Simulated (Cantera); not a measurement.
Input (Python, Cantera):

```python
import numpy as np
import cantera as ct

gas = ct.Solution("gri30.yaml")
gas.TPX = 1223, 51000, {'CH4': 1, 'CO': 0.19, 'O2': 1.61, 'N2': 14.2}
reactor = ct.IdealGasConstPressureReactor(gas, energy="on", clone=False)
net = ct.ReactorNet([reactor])
net.rtol, net.atol = 1e-08, 1e-16
show = ['CH4', 'CO', 'O2', 'C2H2', 'H2O']
times = np.geomspace(7e-06, 7, 13)

steps = ct.SolutionArray(gas, extra=["t"])
rows = []
print(f"{'t/s':>10s}{'T/K':>9s}{'P/Pa':>11s}" + "".join(f"{s:>11s}" for s in show))
for t in times:
    while net.time < t:
        t_next = net.step()
        steps.append(gas.state, t=t_next)
    rows.append([np.interp(t, steps.t, y) for y in (steps.T, steps.P, *steps(*show).X.T)])
    print(f"{t:10.3e}{rows[-1][0]:9.1f}{rows[-1][1]:11.4g}" + "".join(f"{x:11.3e}" for x in rows[-1][2:]))
rate = np.gradient(steps.T, steps.t)
print("integrator steps:", len(steps.t))
if steps.T.max() > steps.T[0] + 200:
    print(f"time of steepest temperature rise: {steps.t[rate.argmax()]:.4e} s")
gas.TPX = 1223, 51000, {'CH4': 1, 'CO': 0.19, 'O2': 1.61, 'N2': 14.2}
gas.equilibrate("HP")
print(f"equilibrium (HP): T = {gas.T:.1f} K  " + "  ".join(f"{s} {gas[s].X[0]:.3e}" for s in show))
```

Result:

```
       t/s      T/K       P/Pa        CH4         CO         O2       C2H2        H2O
 7.000e-06   1223.0    5.1e+04  5.882e-02  1.118e-02  9.471e-02  9.115e-23  1.389e-10
 2.214e-05   1223.0    5.1e+04  5.882e-02  1.118e-02  9.471e-02  1.033e-21  7.981e-10
 7.000e-05   1223.0    5.1e+04  5.882e-02  1.118e-02  9.471e-02  1.307e-20  3.280e-09
 2.214e-04   1223.0    5.1e+04  5.882e-02  1.118e-02  9.471e-02  4.189e-19  1.474e-08
 7.000e-04   1223.0    5.1e+04  5.882e-02  1.118e-02  9.471e-02  4.306e-17  9.250e-08
 2.214e-03   1223.0    5.1e+04  5.882e-02  1.118e-02  9.470e-02  8.119e-15  8.038e-07
 7.000e-03   1223.0    5.1e+04  5.881e-02  1.118e-02  9.470e-02  2.243e-12  7.841e-06
 2.214e-02   1223.4    5.1e+04  5.874e-02  1.117e-02  9.465e-02  2.262e-10  5.795e-05
 7.000e-02   1226.0    5.1e+04  5.826e-02  1.122e-02  9.432e-02  1.307e-08  4.274e-04
 2.214e-01   2131.6    5.1e+04  1.436e-14  3.553e-02  2.512e-05  2.299e-18  9.413e-02
 7.000e-01   2131.7    5.1e+04  1.533e-14  3.554e-02  2.326e-05  2.431e-18  9.414e-02
 2.214e+00   2131.5    5.1e+04  1.541e-14  3.555e-02  2.319e-05  2.442e-18  9.412e-02
 7.000e+00   2131.5    5.1e+04  1.541e-14  3.555e-02  2.319e-05  2.443e-18  9.412e-02
integrator steps: 2550
time of steepest temperature rise: 1.6875e-01 s
equilibrium (HP): T = 2131.5 K  CH4 1.754e-14  CO 3.555e-02  O2 2.319e-05  C2H2 2.683e-18  H2O 9.412e-02
```

Model: GRI-Mech 3.0 (53 species, 325 reactions), integrated in Cantera.
